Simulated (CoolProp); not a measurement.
Vapour-liquid equilibrium of propane (1) + R113 (2) at 291.8 K; x and y are mole fractions of (1).

Computed with CoolProp (multi-fluid Helmholtz-energy mixture model, Lemmon 2009 and Marx 1992; pair parameters Bell 2016).

### Question
Give the bubble pressure and the first vapour's composition at x = 0.275, 0.725, 0.95. Is there an azeotrope?

### Answer
x = 0.275: 2.701 bar, y = 0.894; x = 0.725: 5.936 bar, y = 0.974; x = 0.95: 7.637 bar, y = 0.995. No azeotrope shows between x = 0.05 and 0.95.

Pair parameters are fitted to limited data, so mixtures are less certain than the pure fluids. The gap from Raoult's law changes sign with composition, which may be real or a fault of the pair parameters; it wasn't checked against measurements.
